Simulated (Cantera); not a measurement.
Charge: 1 mol Ta, 0.72 mol CH4, 17 mol H2, held at 2473.15 K and 113 Torr.

Cantera equilibrium calculation (NASA polynomials, part measured and part estimated; ideal gas, pure solids and liquids). Candidate condensed phases: C, C6H6, C7H8, C8H18, Ta, TaC; 77 gas species. Mutual solubility and eutectic melting of coexisting phases are not modelled. TaC: taken at fixed stoichiometry. Condensed phases not in the tables: Ta2C, N, O or C dissolved in the metal. The numbers say what is thermodynamically allowed, not how fast it happens.

Base state: H2 0.944, H 0.0560 (mole fractions); condensed: Ta(s) + TaC(s).

Question: What changes in the equilibrium state with this change: Ta replaced by Ta(OEt)5?

Answer: 
```tsv
species	before	after
H2	0.944	0.805
CO	0	0.136
H	0.0560	0.0517
C2H2 (acetylene)	1.07e-8	0.00777
C2H	<1e-9	3.38e-5
C4H2	<1e-9	3.09e-5
Ta(s), mol	0.280	0
TaC(s), mol	0.720	1.00
C(graphite), mol	0	4.14
```
The feed counts by its element totals alone. Condensed phases not in the tables: Ta2C. Further candidate phases: H2O, Ta2O5.
